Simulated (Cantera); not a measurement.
TiO₂ + H₂ + H₂O (hydrogen reduction and annealing atmospheres)

A closed system holds: 1 mol TiO₂, a varied amount of H₂, 0.095 mol H₂O, held at 1573.15 K and 0.000350 bar.

Cantera equilibrium calculation (NASA polynomials, part measured and part estimated; ideal gas, pure solids and liquids). Candidate condensed phases: H₂O, Ti, TiO, TiO₂, Ti₂O₃, Ti₃O₅, Ti₄O₇; 12 gas species. Mutual solubility and eutectic melting of coexisting phases are not modelled. Condensed phases not in the tables: Magnéli phases beyond Ti₄O₇. The numbers say what is thermodynamically allowed, not how fast it happens.

```json
[
 {"n(H₂) (mol)": "8.1", "log p H₂": "-3.47", "log p H₂O": "-5.04", "log p H": "-6.12", "log p OH": "-9.14", "log p TiO₂": "-11.00", "log p TiO": "-12.07", "n TiO₂(rutile)": "0.525", "n Ti₄O₇(s)": "0.119", "n Ti₃O₅(s)": "0"},
 {"n(H₂) (mol)": "11", "log p H₂": "-3.47", "log p H₂O": "-5.04", "log p H": "-6.12", "log p OH": "-9.14", "log p TiO₂": "-11.00", "log p TiO": "-12.07", "n TiO₂(rutile)": "0.223", "n Ti₄O₇(s)": "0.194", "n Ti₃O₅(s)": "0"},
 {"n(H₂) (mol)": "15", "log p H₂": "-3.47", "log p H₂O": "-5.10", "log p H": "-6.12", "log p OH": "-9.20", "log p TiO₂": "-11.02", "log p TiO": "-12.02", "n TiO₂(rutile)": "0", "n Ti₄O₇(s)": "0.250", "n Ti₃O₅(s)": "0"},
 {"n(H₂) (mol)": "21", "log p H₂": "-3.46", "log p H₂O": "-5.24", "log p H": "-6.12", "log p OH": "-9.34", "log p TiO₂": "-11.05", "log p TiO": "-11.91", "n TiO₂(rutile)": "0", "n Ti₄O₇(s)": "0.250", "n Ti₃O₅(s)": "0"},
 {"n(H₂) (mol)": "29", "log p H₂": "-3.46", "log p H₂O": "-5.38", "log p H": "-6.12", "log p OH": "-9.48", "log p TiO₂": "-11.09", "log p TiO": "-11.81", "n TiO₂(rutile)": "0", "n Ti₄O₇(s)": "0.250", "n Ti₃O₅(s)": "0"},
 {"n(H₂) (mol)": "39", "log p H₂": "-3.46", "log p H₂O": "-5.51", "log p H": "-6.12", "log p OH": "-9.61", "log p TiO₂": "-11.12", "log p TiO": "-11.71", "n TiO₂(rutile)": "0", "n Ti₄O₇(s)": "0.250", "n Ti₃O₅(s)": "0"},
 {"n(H₂) (mol)": "54", "log p H₂": "-3.46", "log p H₂O": "-5.57", "log p H": "-6.12", "log p OH": "-9.67", "log p TiO₂": "-11.13", "log p TiO": "-11.67", "n TiO₂(rutile)": "0", "n Ti₄O₇(s)": "0.0235", "n Ti₃O₅(s)": "0.302"},
 {"n(H₂) (mol)": "74", "log p H₂": "-3.46", "log p H₂O": "-5.69", "log p H": "-6.12", "log p OH": "-9.80", "log p TiO₂": "-11.18", "log p TiO": "-11.58", "n TiO₂(rutile)": "0", "n Ti₄O₇(s)": "0", "n Ti₃O₅(s)": "0.333"},
 {"n(H₂) (mol)": "100", "log p H₂": "-3.46", "log p H₂O": "-5.83", "log p H": "-6.12", "log p OH": "-9.93", "log p TiO₂": "-11.22", "log p TiO": "-11.49", "n TiO₂(rutile)": "0", "n Ti₄O₇(s)": "0", "n Ti₃O₅(s)": "0.333"}
]
```
log p: log10 of the partial pressure in bar; n: condensed amount in mol.

From 8.1 mol H₂ to 11 mol H₂ the condensed part is TiO₂(rutile) + Ti₄O₇(s). From 15 mol H₂ to 39 mol H₂ the condensed part is Ti₄O₇(s). At 54 mol H₂ the condensed part is Ti₃O₅(s) + Ti₄O₇(s). From 74 mol H₂ to 100 mol H₂ the condensed part is Ti₃O₅(s). The main Ti-bearing gas is TiO₂ throughout.
